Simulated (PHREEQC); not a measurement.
**Leach liquor: speciation**

Solution (25 °C): 170 mmol/kgw HCl, 19 mmol/kgw ZnSO4 and 0.035 mmol/kgw Fe2(SO4)3. Closed to the air; pH follows from the charge balance.

The numbers come from PHREEQC with the ion-association model, wateq4f.dat.

Precipitation was switched off in this run.

Task: What pH does the model give?

Result: pH 0.91.

Task: In which forms is Zn present?

Result: Zn+2 82 %, ZnCl+ 12 %, ZnSO4 5.3 %, ZnCl2 1.0 % of the Zn.
